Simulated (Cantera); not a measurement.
## Stirred combustor or abatement burner

A perfectly stirred reactor is fed with CO : H2 : O2 : N2 = 1 : 0.2 : 1.4 : 5.25 (molar parts), at 1.38 atm; it is adiabatic with a 475 K inlet, and is followed from long to short residence time, starting on the burning branch (τ in s: 0.053, 0.025, 0.012, 0.0055, 0.0026, 0.0012, 0.00058, 0.00027, 0.00013, 6e-05, 2.8e-05, 1.3e-05, 6.3e-06).

Detailed kinetics in Cantera: GRI-Mech 3.0 (53 species, 325 reactions).

```tsv
τ (s)	T (K)	x CO	x H2	x O2	x NO2	x NO
0.053	1717	0.00158	5.98e-5	0.111	1.31e-7	4.02e-5
0.025	1707	0.00256	9.57e-5	0.111	9.73e-8	3.27e-5
0.012	1692	0.00409	0.000150	0.111	6.79e-8	2.57e-5
0.0055	1666	0.00668	0.000238	0.112	4.54e-8	1.98e-5
0.0026	1627	0.0106	0.000361	0.113	3.22e-8	1.60e-5
0.0012	1565	0.0174	0.000545	0.116	2.35e-8	1.30e-5
0.00058	1460	0.0301	0.000827	0.121	1.55e-8	8.48e-6
0.00027	475	0.127	0.0255	0.178	<1e-12	<1e-12
0.00013	475	0.127	0.0255	0.178	<1e-12	<1e-12
6.0e-5	475	0.127	0.0255	0.178	<1e-12	<1e-12
2.8e-5	475	0.127	0.0255	0.178	<1e-12	<1e-12
1.3e-5	475	0.127	0.0255	0.178	<1e-12	<1e-12
6.3e-6	475	0.127	0.0255	0.178	<1e-12	<1e-12
```
x: mole fraction; the columns are a selection and need not sum to one.
